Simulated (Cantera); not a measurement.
An adiabatic, constant-volume homogeneous reactor starts with 3.27 % CH4, 12.1 % O2, 84.6 % N2, equivalence ratio 0.54, at 1675 K and 760 Torr.

Computed with Cantera and GRI-Mech 3.0 (53 species, 325 reactions).

Q: Predict: time of steepest temperature rise; temperature at 1.00 s; equilibrium temperature; x(O2) at 1.00 s; x(H) at 1.00 s; x(O) at 1.00 s; x(CO2) at 1.00 s.

A: 
- time of steepest temperature rise: 0.343 ms
- temperature at 1.00 s: 2443 K
- equilibrium temperature: 2443 K
- x(O2) at 1.00 s: 0.0497 (gas-phase equilibrium 0.0497)
- x(H) at 1.00 s: 0.000511 (gas-phase equilibrium 0.000511)
- x(O) at 1.00 s: 0.00200 (gas-phase equilibrium 0.00200)
- x(CO2) at 1.00 s: 0.0296 (gas-phase equilibrium 0.0296)
